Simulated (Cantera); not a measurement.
An adiabatic, constant-volume homogeneous reactor starts with CH₃OH : O₂ : N₂ = 1 : 0.625 : 1.88 (molar parts), equivalence ratio 2.4, at 1550 K and 0.276 atm.

Model: GRI-Mech 3.0 (53 species, 325 reactions), integrated in Cantera. GRI-Mech 3.0 was tuned for natural gas; its chemistry of methanol as a main component is partial and can be far from experiment.

x: mole fraction; the columns are a selection and need not sum to one.

```tsv
t (s)	T (K)	P (bar)	x CH₃OH	x O₂	x CH₂O	x C₂H₂	x HCO
1.00e-6	1550	0.280	0.285	0.178	4.90e-6	5.21e-12	9.54e-11
2.42e-6	1550	0.280	0.285	0.178	1.98e-5	1.88e-11	5.06e-10
5.88e-6	1550	0.280	0.285	0.178	6.03e-5	5.23e-11	1.90e-9
1.43e-5	1550	0.280	0.285	0.178	0.000171	1.34e-10	7.29e-9
3.46e-5	1550	0.280	0.284	0.178	0.000514	3.38e-10	3.48e-8
8.38e-5	1551	0.281	0.283	0.177	0.00196	9.05e-10	2.54e-7
0.000203	1573	0.287	0.266	0.169	(withheld)	(withheld)	(withheld)
0.000492	2627	0.679	<1e-12	0.000800	6.11e-9	<1e-12	4.10e-7
0.00119	2712	0.697	<1e-12	0.000512	8.16e-9	<1e-12	3.78e-7
0.00289	2712	0.697	<1e-12	0.000495	8.25e-9	<1e-12	3.76e-7
0.00702	2710	0.697	<1e-12	0.000486	8.26e-9	<1e-12	3.75e-7
0.0170	2710	0.697	<1e-12	0.000484	8.26e-9	<1e-12	3.75e-7
0.0412	2710	0.697	<1e-12	0.000484	8.26e-9	<1e-12	3.75e-7
0.100	2710	0.697	<1e-12	0.000484	8.26e-9	<1e-12	3.75e-7
```

Question: What belongs in the gaps?

Answer: 
- 0.000203, x CH₂O: 0.0141
- 0.000203, x C₂H₂: 3.37e-9
- 0.000203, x HCO: 6.81e-6
